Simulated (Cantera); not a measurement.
H2O + SO2 + N2 (abatement and gas-phase synthesis)

Input: 1 mol H2O, 0.0066 mol SO2, 0.58 mol N2, at 1.00 Torr.

Method: chemical equilibrium by Gibbs-energy minimisation in Cantera with the NASA 1993 tables (ideal gas, pure condensed phases). Candidate condensed phases: H2O, H2SO4, S; 35 gas species. Equilibrium is a limit: real reactors are often held back by kinetics, nucleation or transport.

From 1252 °C to 1902 °C nothing is condensed.

```
T (°C)  log p H2O  log p N2  log p H2  log p H  log p OH  log p O2  log p O
------  ---------  --------  --------  -------  --------  --------  -------
1252        -3.08     -3.31     -5.65    -7.45     -6.39     -6.01    -8.25
1302        -3.08     -3.31     -5.47    -7.12     -6.16     -5.83    -7.89
1352        -3.08     -3.31     -5.30    -6.80     -5.96     -5.66    -7.54
1402        -3.08     -3.31     -5.14    -6.51     -5.76     -5.51    -7.22
1452        -3.08     -3.31     -4.99    -6.23     -5.58     -5.36    -6.92
1502        -3.09     -3.32     -4.85    -5.96     -5.41     -5.22    -6.63
1552        -3.09     -3.32     -4.72    -5.71     -5.25     -5.09    -6.36
1602        -3.10     -3.32     -4.59    -5.48     -5.09     -4.97    -6.10
1652        -3.11     -3.32     -4.48    -5.26     -4.95     -4.85    -5.86
1702        -3.12     -3.32     -4.37    -5.05     -4.82     -4.74    -5.63
1752        -3.13     -3.33     -4.27    -4.85     -4.69     -4.64    -5.41
1802        -3.15     -3.33     -4.17    -4.66     -4.58     -4.55    -5.21
1852        -3.17     -3.34     -4.09    -4.48     -4.47     -4.47    -5.02
1902        -3.20     -3.35     -4.01    -4.32     -4.37     -4.39    -4.83
```
log p: log10 of the partial pressure in bar; nothing condenses.
